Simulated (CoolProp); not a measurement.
Cyclopentane along the isotherm 519 K: Z from the reference equation and from simpler models built on Tc = 511.7 K, pc = 4.583 MPa, ω = 0.202; each cubic takes its own stable root.

Values from CoolProp's reference Helmholtz-energy equation of state, Gedanitz 2015.

| p (MPa) | phase | reference | van der Waals | Redlich-Kwong | Soave-Redlich-Kwong |
|---|---|---|---|---|---|
| 1.91 | gas | (withheld) | 0.8656 | (withheld) | 0.8504 |
| 3.82 | gas | 0.6295 | (withheld) | 0.6429 | 0.6465 |
| 5.73 | supercritical | (withheld) | 0.3242 | 0.2826 | 0.2881 |
| 7.64 | supercritical | 0.2759 | 0.3793 | (withheld) | 0.3202 |
| 9.55 | supercritical | 0.3261 | 0.4448 | 0.3661 | 0.3682 |
| 11.5 | supercritical | 0.3784 | 0.5128 | 0.4172 | 0.4191 |
| 13.4 | supercritical | 0.4293 | 0.5786 | 0.4669 | (withheld) |
| 15.3 | supercritical | 0.4797 | 0.6439 | 0.5160 | 0.5178 |
| 17.2 | supercritical | (withheld) | 0.7085 | 0.5646 | 0.5662 |
| 19.1 | supercritical | 0.5789 | 0.7724 | 0.6125 | 0.6141 |
| 21 | supercritical | 0.6278 | 0.8357 | (withheld) | 0.6614 |
| 22.9 | supercritical | 0.6761 | 0.8984 | 0.7066 | 0.7082 |

Some entries are withheld; supply them.


- 1.91, reference: 0.8445
- 1.91, Redlich-Kwong: 0.8494
- 3.82, van der Waals: 0.6715
- 5.73, reference: 0.2378
- 7.64, Redlich-Kwong: 0.3175
- 13.4, Soave-Redlich-Kwong: 0.4687
- 17.2, reference: 0.5296
- 21, Redlich-Kwong: 0.6598
